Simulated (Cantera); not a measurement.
A perfectly stirred reactor is fed with CH₄ : H₂ : CO₂ = 0.021 : 1 : 0.0091 (molar parts), at 20.0 Torr; it is held at 1600 K, and followed from long to short residence time.

Detailed kinetics in Cantera: GRI-Mech 3.0 (53 species, 325 reactions). GRI-Mech 3.0 stops at C3 and has no aromatics, soot or wall deposition, so with more carbon than oxygen in the feed, carbon stays in small species such as C2H2 where larger ones or solid carbon would form. Radical loss at walls, strong at low pressure, is not modelled.

Q: Predict: x(CH₄) at τ = 12.0 s; x(H₂) at τ = 12.0 s; x(CO₂) at τ = 12.0 s; x(CH₂O) at τ = 12.0 s; x(CH₄) at τ = 95.0 ms; x(H₂) at τ = 95.0 ms; x(CO₂) at τ = 95.0 ms; x(CH₂O) at τ = 95.0 ms.

A: 
* **x(CH₄) at τ = 12.0 s**: 0.00981
* **x(H₂) at τ = 12.0 s**: 0.968
* **x(CO₂) at τ = 12.0 s**: 0.000267
* **x(CH₂O) at τ = 12.0 s**: 2.51e-9
* **x(CH₄) at τ = 95.0 ms**: 0.0202
* **x(H₂) at τ = 95.0 ms**: 0.969
* **x(CO₂) at τ = 95.0 ms**: 0.00758
* **x(CH₂O) at τ = 95.0 ms**: 8.11e-9
